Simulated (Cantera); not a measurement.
A closed system holds: 1 mol HMDSO, 28 mol O2, 0.073 mol O3, equilibrated at 923.15 K and 0.0100 bar.

Method: chemical equilibrium by Gibbs-energy minimisation in Cantera with the NASA 1993 tables (ideal gas, pure condensed phases). Candidate condensed phases: C, C6H6, C7H8, C8H18, H2O, Si, SiC, SiO2; 123 gas species. The feed counts by its element totals alone. The numbers say what is thermodynamically allowed, not how fast it happens.

Problem. What is the equilibrium state?

Solution. 
```
Property                                   Result
--------------------------------------  ---------
x(O2)                                       0.518
x(H2O)                                      0.289
x(CO2)                                      0.193
n(SiO2(β-quartz))                        2.00 mol
gas amount                              31.11 mol
log10 activity of C(graphite) (absent)     -22.82
log10 activity of Si(s) (absent)           -39.79
```
